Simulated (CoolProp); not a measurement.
A simple Rankine cycle with R142b: condensing at 306.15 K, boiler at 1.44 MPa, turbine inlet 360.3 K, turbine efficiency 0.65, pump efficiency 0.7, no recuperator. Each further row changes one setting.

Values from CoolProp's reference Helmholtz-energy equation of state, Lemmon 2006. It is a short technical equation, of lower accuracy than the large ones.

```csv
case,thermal efficiency (%),net work (kJ/kg),heat in (kJ/kg),turbine exit temperature (K),volume ratio over the turbine
as stated,7.4,17.0,229,322.1,3.57
turbine inlet 380.3 K,7.5,19.0,252,344.6,3.47
condensing temperature 298.15 K,8.6,20.5,239,316.2,4.53
boiler pressure 1.01 MPa,5.6,13.3,238,336.0,2.39
turbine efficiency 0.55,6.2,14.2,229,325.0,3.62
```
